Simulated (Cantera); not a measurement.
What does this Cantera script print?

```python
import numpy as np
import cantera as ct

gas_names = [...]  # 110 gases of nasa_gas.yaml made of C, H, O
cond_names = """
    C(gr) C6H6(L) C7H8(L) C8H18(L),n-octa H2O(s) H2O(L)
""".split()


# ... load() reads the species with a 1 bar reference pressure and builds the phases ...
atoms = {
    'C2H4': {'C': 2, 'H': 4},
    'H2O': {'H': 2, 'O': 1},
    'H2': {'H': 2},
}
top_T = {'C(gr)': 4500}  # K; cautious upper limits of use, not melting points


# ... equilibrate(T, P, feed) seeds the gas with the atoms and calls Mixture.equilibrate('TP', solver="vcs", rtol=1e-11, max_steps=5000) ...
results = []
feed = {'C2H4': 1, 'H2O': 0.05, 'H2': 26}  # mol
T = 800  # K
P = 100000  # Pa
mix = equilibrate(T, P, feed)
results.append((T, P, feed, dict(zip(mix.species_names, mix.species_moles))))
print(gas.report(threshold=0.001))
for i in range(1, mix.n_phases):
    print(f"{mix.phase(i).name:16s} {mix.phase_moles(i):12.5e} mol")
```

Result:

```
       temperature   800 K
          pressure   1e+05 Pa
           density   0.04696 kg/m^3
  mean mol. weight   3.1236 kg/kmol
   phase of matter   gas

                          1 kg             1 kmol
                     ---------------   ---------------
          enthalpy         2.976e+06        9.2957e+06  J
   internal energy        8.4652e+05        2.6442e+06  J
           entropy             53682        1.6768e+05  J/K
    Gibbs function        -3.997e+07       -1.2485e+08  J
 heat capacity c_p             10332             32273  J/K
 heat capacity c_v            7670.1             23958  J/K

                      mass frac. Y      mole frac. X     chem. pot. / RT
                     ---------------   ---------------   ---------------
               CH4           0.39429          0.076768            -38.06
                H2           0.59462           0.92131           -17.063
               H2O          0.011035         0.0019133           -66.828
     [ +107 minor]        5.5518e-05        6.1519e-06

C(gr)             0.00000e+00 mol
```

Method: chemical equilibrium by Gibbs-energy minimisation in Cantera with the NASA 1993 tables (ideal gas, pure condensed phases).
